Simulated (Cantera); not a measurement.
Input: 1 mol CF₄, 2.8 mol H₂, held at 1330 Pa.

Equilibrium computed with Cantera from the NASA thermochemical tables; the gas is ideal and each condensed phase is pure. Candidate condensed phases: C, C₆H₆, C₇H₈, C₈H₁₈; 95 gas species. Kinetics and transport are ignored.

Task: At 1152 °C, list the 3 most abundant gas species with their mole fractions, and the condensed phases.

Result: HF 0.833, H₂ 0.167, H 2.41e-5. Condensed: C(graphite).
